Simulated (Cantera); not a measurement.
Cr2O3 + H2 (hydrogen reduction and annealing atmospheres)

Charge: 1 mol Cr2O3, a varied amount of H2, held at 2125 K and 0.000330 bar.

Cantera equilibrium calculation (NASA polynomials, part measured and part estimated; ideal gas, pure solids and liquids). Candidate condensed phases: Cr, Cr2O3, H2O; 13 gas species. Rates play no part.

```
n(H2) (mol)   x H2   x H2O    x H    x Cr     x CrO    x CrO2     x OH  n Cr2O3(s)
-----------  -----  ------  -----  ------  --------  --------  -------  ----------
2.2          0.446   0.215  0.134   0.136    0.0506   0.00844  0.00798       0.707
3.2          0.446   0.215  0.134   0.136    0.0506   0.00844  0.00798       0.573
4.7          0.446   0.215  0.134   0.136    0.0506   0.00844  0.00798       0.373
6.8          0.446   0.215  0.134   0.136    0.0506   0.00844  0.00798      0.0934
10           0.512   0.183  0.143   0.118    0.0323   0.00399  0.00633           0
15           0.594   0.138  0.154  0.0907    0.0162   0.00131  0.00444           0
21           0.649   0.106  0.161  0.0704   0.00885  0.000500  0.00326           0
31           0.699  0.0759  0.167  0.0510   0.00427  0.000161  0.00225           0
46           0.736  0.0532  0.171  0.0360   0.00201   5.02e-5  0.00154           0
67           0.761  0.0374  0.174  0.0255  0.000966   1.65e-5  0.00106           0
```
x: gas mole fraction; n: condensed amount in mol.

From 2.2 mol H2 to 6.8 mol H2 the condensed part is Cr2O3(s). From 10 mol H2 to 67 mol H2 nothing is condensed. The main Cr-bearing gas is Cr throughout.
